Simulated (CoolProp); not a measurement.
Vapour-liquid equilibrium of n-butane (1) + cyclohexane (2) at 62.15 °C; x and y are mole fractions of (1).

The numbers come from the multi-fluid Helmholtz-energy mixture model, Bücker 2006 and Zhou 2014; pair parameters Bell 2016 in CoolProp.

Question: Give the bubble pressure and the first vapour's composition at x = 0.35, 0.5, 0.95. Is there an azeotrope?

Answer: x = 0.35: 250.4 kPa, y = 0.848; x = 0.5: 347.9 kPa, y = 0.913; x = 0.95: 637.4 kPa, y = 0.994. No azeotrope shows between x = 0.05 and 0.95.

The pair parameters rest on a limited set of measurements; away from them the model extrapolates.
